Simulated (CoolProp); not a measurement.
The fluid at 467.95 K and 16.7 MPa is throttled through a valve to 5.67 MPa with no heat exchange. The same conditions are run with several fluids, on thermodynamics alone (safety and materials aside).

The numbers come from the reference Helmholtz-energy equation of state of each fluid (decamethyltetrasiloxane (MD2M): Thol 2017; ethanol: Schroeder 2014; R11: Jacobsen 1992; dodecamethylcyclohexasiloxane (D6): Colonna 2008; cyclohexane: Zhou 2014) in CoolProp.

| fluid | temperature change (K) | final density (kg/m³) |
|---|---|---|
| decamethyltetrasiloxane (MD2M) | (withheld) | 691 |
| ethanol | -1.6 | (withheld) |
| R11 | (withheld) | 963 |
| dodecamethylcyclohexasiloxane (D6) | (withheld) | (withheld) |
| cyclohexane | (withheld) | (withheld) |

Q: Fill in the missing entries.

A: 
- decamethyltetrasiloxane (MD2M), temperature change (K): +3.1
- ethanol, final density (kg/m³): 587
- R11, temperature change (K): -7.6
- dodecamethylcyclohexasiloxane (D6), temperature change (K): +3.3
- dodecamethylcyclohexasiloxane (D6), final density (kg/m³): 803
- cyclohexane, temperature change (K): +1.0
- cyclohexane, final density (kg/m³): 602
